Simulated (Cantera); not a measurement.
Input: 1 mol AlN, a varied amount of H₂O, at 1925 K and 5.63 Torr.

These are equilibrium values from Cantera (NASA tables, ideal gas, pure condensed phases), not measurements of a reactor. Candidate condensed phases: Al, AlN, Al₂O₃, H₂O; 35 gas species. Mutual solubility and eutectic melting of coexisting phases are not modelled. The tables' values for AlOH are old estimates; treat these amounts as uncertain. Condensed phases not in the tables: aluminium oxynitride. The numbers say what is thermodynamically allowed, not how fast it happens.

x: gas mole fraction; n: condensed amount in mol.

```json
[
 {"n(H₂O) (mol)": "0.71", "x H₂": "0.712", "x H₂O": "1.10e-5", "x N₂": "0.253", "x Al": "0.0143", "x Al₂O": "0.0104", "x H": "0.00932", "n AlN(s)": "0.498", "n Al₂O₃(s)": "0.233"},
 {"n(H₂O) (mol)": "0.91", "x H₂": "0.712", "x H₂O": "1.10e-5", "x N₂": "0.253", "x Al": "0.0143", "x Al₂O": "0.0104", "x H": "0.00932", "n AlN(s)": "0.357", "n Al₂O₃(s)": "0.299"},
 {"n(H₂O) (mol)": "1.2", "x H₂": "0.712", "x H₂O": "1.10e-5", "x N₂": "0.253", "x Al": "0.0143", "x Al₂O": "0.0104", "x H": "0.00932", "n AlN(s)": "0.152", "n Al₂O₃(s)": "0.394"},
 {"n(H₂O) (mol)": "1.5", "x H₂": "0.741", "x H₂O": "0.000255", "x N₂": "0.249", "x Al": "0.000136", "x Al₂O": "2.09e-5", "x H": "0.00950", "n AlN(s)": "0", "n Al₂O₃(s)": "0.500"},
 {"n(H₂O) (mol)": "2", "x H₂": "0.593", "x H₂O": "0.199", "x N₂": "0.199", "x Al": "4.48e-9", "x Al₂O": "2.21e-11", "x H": "0.00850", "n AlN(s)": "0", "n Al₂O₃(s)": "0.500"},
 {"n(H₂O) (mol)": "2.5", "x H₂": "(withheld)", "x H₂O": "(withheld)", "x N₂": "(withheld)", "x Al": "(withheld)", "x Al₂O": "(withheld)", "x H": "(withheld)", "n AlN(s)": "0", "n Al₂O₃(s)": "0.500"},
 {"n(H₂O) (mol)": "3.3", "x H₂": "(withheld)", "x H₂O": "(withheld)", "x N₂": "(withheld)", "x Al": "(withheld)", "x Al₂O": "(withheld)", "x H": "(withheld)", "n AlN(s)": "0", "n Al₂O₃(s)": "0.500"},
 {"n(H₂O) (mol)": "4.3", "x H₂": "0.309", "x H₂O": "0.580", "x N₂": "0.104", "x Al": "3.38e-10", "x Al₂O": "<1e-12", "x H": "0.00613", "n AlN(s)": "0", "n Al₂O₃(s)": "0.500"},
 {"n(H₂O) (mol)": "5.5", "x H₂": "0.247", "x H₂O": "0.663", "x N₂": "0.0830", "x Al": "1.98e-10", "x Al₂O": "<1e-12", "x H": "0.00549", "n AlN(s)": "0", "n Al₂O₃(s)": "0.500"}
]
```

**Question.** Fill in the missing entries.

**Answer.** 
- 2.5, x H₂: 0.494
- 2.5, x H₂O: 0.331
- 2.5, x N₂: 0.166
- 2.5, x Al: 1.58e-9
- 2.5, x Al₂O: 5.51e-12
- 2.5, x H: 0.00776
- 3.3, x H₂: 0.390
- 3.3, x H₂O: 0.471
- 3.3, x N₂: 0.131
- 3.3, x Al: 6.55e-10
- 3.3, x Al₂O: 1.70e-12
- 3.3, x H: 0.00690
